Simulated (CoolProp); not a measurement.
Vapour-liquid equilibrium of toluene (1) + n-dodecane (2) at 165 kPa; x and y are mole fractions of (1).

The numbers come from the multi-fluid Helmholtz-energy mixture model, Lemmon 2006 and Lemmon 2004; pair parameters Bell 2016 in CoolProp.

| x | bubble temperature, mixture model (K) | bubble temperature, Raoult's law (K) | y, mixture model | y, Raoult's law |
|---|---|---|---|---|
| 0.05 | [?] | 495.3 | [?] | 0.331 |
| 0.2 | 470.8 | 462.7 | 0.675 | 0.752 |
| 0.35 | [?] | 442.5 | 0.861 | 0.887 |
| 0.5 | 431.2 | 428.7 | 0.936 | 0.944 |
| 0.65 | 419.6 | 418.4 | [?] | 0.973 |
| 0.8 | [?] | 410.3 | [?] | 0.988 |
| 0.95 | 403.9 | 403.8 | 0.997 | 0.998 |

Fill in the missing entries.


- 0.05, bubble temperature, mixture model (K): 500.6
- 0.05, y, mixture model: 0.227
- 0.35, bubble temperature, mixture model (K): 447.6
- 0.65, y, mixture model: 0.969
- 0.8, bubble temperature, mixture model (K): 410.9
- 0.8, y, mixture model: 0.987

The largest gap from Raoult's law is +8.1 K in bubble temperature, at x = 0.2. No azeotrope shows between x = 0.05 and 0.95.

The pair parameters rest on a limited set of measurements; away from them the model extrapolates.
